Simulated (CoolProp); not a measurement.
n-perfluoropentane along the isotherm -39.65 °C: fugacity coefficient from the reference equation and from simpler models built on Tc = 147.9 °C, pc = 2.063 MPa, ω = 0.436; each cubic takes its own stable root.

Computed with CoolProp (reference Helmholtz-energy equation of state, Gao 2022).

```json
[
 {"p (MPa)": "0.387", "phase": "liquid", "reference": "0.008266"},
 {"p (MPa)": "0.774", "phase": "liquid", "reference": "0.004267"},
 {"p (MPa)": "1.16", "phase": "liquid", "reference": "0.002939"},
 {"p (MPa)": "1.55", "phase": "liquid", "reference": "0.002271"},
 {"p (MPa)": "1.93", "phase": "liquid", "reference": "0.001882"},
 {"p (MPa)": "2.32", "phase": "liquid", "reference": "0.001616"},
 {"p (MPa)": "2.71", "phase": "liquid", "reference": "0.001429"},
 {"p (MPa)": "3.09", "phase": "liquid", "reference": "0.001293"}
]
```

**Question.** How far does each simpler model (van der Waals, Redlich-Kwong, Soave-Redlich-Kwong, Peng-Robinson) lie from the reference over these 8 states: mean and median of the absolute difference, and the worst?

**Answer.** 
- van der Waals: mean 3574.3 %, median 3571.7 %, worst +3842.8 % at -39.65 °C and 3.09 MPa
- Redlich-Kwong: mean 468.6 %, median 468.6 %, worst +476.3 % at -39.65 °C and 3.09 MPa
- Soave-Redlich-Kwong: mean 0.8 %, median 0.8 %, worst +1.5 % at -39.65 °C and 3.09 MPa
- Peng-Robinson: mean 5.8 %, median 5.8 %, worst +6.4 % at -39.65 °C and 0.387 MPa
